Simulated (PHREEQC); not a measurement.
A solution holds 0.012 mol/kgw Cu(NO3)2, 0.00017 mol/kgw HBF4 and 0.012 mol/kgw FeCl3, at 60 °C. Closed to the air; pH follows from the charge balance.

All values are PHREEQC results (ion-association model, phreeqc.dat), not measurements.

```csv
quantity,before,after
pH,2.14,3.67
ionic strength (mol/kgw),0.0877,0.000745
Cl- (mol/kgw),0.0326,0.000360
Cu+2 (mol/kgw),0.0103,0.000120
FeOH+2 (mol/kgw),0.00472,2.12e-5
Fe+3 (mol/kgw),0.00182,1.30e-7
SI of Goethite (FeOOH),+5.02,+6.11
SI of Hematite (Fe2O3),+12.20,+14.38
```

Question: Which change was made?
A. Cu(NO3)2 replaced by CuCl2 at the same molality
B. HBF4 from 0.00017 to 3.4e-05 mol/kgw
C. diluted 100-fold with water
D. temperature from 60 to 50 °C

Answer: C, diluted 100-fold with water

No solid was allowed to form. Some of these states are supersaturated (in Hematite (slow to form), Goethite (slow to form), for instance). Away from 25 °C the constants follow the database's enthalpies or fits; those with neither stay at their 25 °C values. Real BF4- forms and hydrolyses slowly; the run takes it at equilibrium. Fluoro complexes past AlF4- and FeF3 are missing from the database.
